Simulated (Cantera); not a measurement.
Input: 1 mol Si, a varied amount of NF3, 26 mol N2, held at 1173 K and 0.133 bar.

Cantera equilibrium calculation (NASA polynomials, part measured and part estimated; ideal gas, pure solids and liquids). Candidate condensed phases: Si, Si3N4; 16 gas species. Kinetics and transport are ignored.

### Question
Which condensed phases are stable at each of these points (n(NF3) (mol)): 0.75, 1.1, 1.5, 1.8, 2.2, 2.5, 2.9, 3.2, 3.6?

### Answer
```json
[
 {"n(NF3) (mol)": "0.75", "condensed phases": "Si3N4(s)", "Si condensed (%)": "43.7"},
 {"n(NF3) (mol)": "1.1", "condensed phases": "Si3N4(s)", "Si condensed (%)": "17.5"},
 {"n(NF3) (mol)": "1.5", "condensed phases": "gas only", "Si condensed (%)": "0.0"},
 {"n(NF3) (mol)": "1.8", "condensed phases": "gas only", "Si condensed (%)": "0.0"},
 {"n(NF3) (mol)": "2.2", "condensed phases": "gas only", "Si condensed (%)": "0.0"},
 {"n(NF3) (mol)": "2.5", "condensed phases": "gas only", "Si condensed (%)": "0.0"},
 {"n(NF3) (mol)": "2.9", "condensed phases": "gas only", "Si condensed (%)": "0.0"},
 {"n(NF3) (mol)": "3.2", "condensed phases": "gas only", "Si condensed (%)": "0.0"},
 {"n(NF3) (mol)": "3.6", "condensed phases": "gas only", "Si condensed (%)": "0.0"}
]
```

From 0.75 mol NF3 to 1.1 mol NF3 the condensed part is Si3N4(s). From 1.5 mol NF3 to 3.6 mol NF3 nothing is condensed.
